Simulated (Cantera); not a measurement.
An isothermal, constant-pressure homogeneous reactor starts with 0.981 % CO, 0.569 % O2, 0.363 % H2O, 98.1 % N2, equivalence ratio 0.86, at 1350 K and 100.0 Torr.

Cantera simulation using GRI-Mech 3.0 (53 species, 325 reactions); the numbers are that mechanism's predictions, not measurements.

**Question.** Predict: x(CO) at 1.00 s; x(O2) at 1.00 s; x(H2O) at 1.00 s; x(OH) at 1.00 s; x(NO) at 1.00 s.

**Answer.** 
```
Item                                                 Result
----------------  -----------------------------------------
x(CO) at 1.00 s    0.000352 (gas-phase equilibrium 3.93e-7)
x(O2) at 1.00 s   0.000977 (gas-phase equilibrium 0.000770)
x(H2O) at 1.00 s    0.00353 (gas-phase equilibrium 0.00365)
x(OH) at 1.00 s     4.67e-5 (gas-phase equilibrium 1.43e-6)
x(NO) at 1.00 s     4.43e-6 (gas-phase equilibrium 3.69e-5)
```
